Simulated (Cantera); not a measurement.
Charge: 1 mol SiO₂, 0.47 mol CH₄, 0.039 mol CO, 3.8 mol C, held at 2175 K and 1.00 bar.

Method: chemical equilibrium by Gibbs-energy minimisation in Cantera with the NASA 1993 tables (ideal gas, pure condensed phases). Kinetics and transport are ignored.

```json
[
 {"species": "CO", "before": "0.674", "after": "0.636"},
 {"species": "H₂", "before": "0.313", "after": "0.262"},
 {"species": "H", "before": "0.00273", "after": "0.0684"},
 {"species": "Si", "before": "2.87e-5", "after": "0.0215"},
 {"species": "CH₄", "before": "2.72e-5", "after": "2.54e-8"},
 {"species": "H₂O", "before": "1.31e-5", "after": "1.38e-8"},
 {"species": "Si₂C", "before": "1.54e-6", "after": "0.00116"},
 {"species": "Si₂", "before": "4.34e-8", "after": "3.25e-5"},
 {"species": "SiC₂", "before": "2.50e-6", "after": "0.00188"},
 {"species": "SiH", "before": "7.45e-6", "after": "0.000187"},
 {"species": "C(graphite), mol", "before": "1.32", "after": "1.39"},
 {"species": "SiC(s), mol", "before": "0.973", "after": "0.891"}
]
```
Gas species are given as mole fractions.

Question: What was changed between the two runs?
A) pressure from 1.00 bar to 11.0 mbar
B) pressure from 1.00 bar to 2.40 bar
C) pressure from 1.00 bar to 1.33 mbar
D) pressure from 1.00 bar to 0.100 bar

Answer: C, pressure from 1.00 bar to 1.33 mbar
